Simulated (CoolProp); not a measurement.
Octamethyltrisiloxane (MDM) at 230.21 K and 1.15 MPa is throttled through a valve to 0.733 MPa with no heat exchange. Each further row changes one setting.

The numbers come from the reference Helmholtz-energy equation of state, Thol 2017 in CoolProp.

```json
[
 {"case": "as stated", "temperature change (K)": "?", "final density (kg/m³)": "883"},
 {"case": "outlet pressure 0.22 MPa", "temperature change (K)": "?", "final density (kg/m³)": "?"},
 {"case": "outlet pressure 0.953 MPa", "temperature change (K)": "?", "final density (kg/m³)": "883"}
]
```

Task: Fill in the missing entries.

Result: 
- as stated, temperature change (K): +0.2
- outlet pressure 0.22 MPa, temperature change (K): +0.5
- outlet pressure 0.22 MPa, final density (kg/m³): 882
- outlet pressure 0.953 MPa, temperature change (K): +0.1
